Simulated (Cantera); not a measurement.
Charge: 1 mol MgO, 0.21 mol H2S, 0.54 mol O2, held at 552 °C and 0.133 bar.

Equilibrium computed with Cantera from the NASA thermochemical tables; the gas is ideal and each condensed phase is pure. Candidate condensed phases: H2O, H2SO4, Mg, MgO, Mg(OH)2, MgS, MgSO4, S; 26 gas species. Equilibrium is a limit: real reactors are often held back by kinetics, nucleation or transport.

Base state: H2O 0.636, O2 0.364 (mole fractions); condensed: MgO(s) + MgSO4(s).

**Question.** What changes in the equilibrium state with this change: temperature from 552 °C to 852 °C?

**Answer.** 
```csv
species,before,after
H2O,0.636,0.622
O2,0.364,0.362
SO2,6.29e-9,0.0141
SO3,3.05e-8,0.00153
"MgO(s), mol",0.790,0.795
"MgSO4(s), mol",0.210,0.205
```
Mutual solubility and eutectic melting of coexisting phases are not modelled.
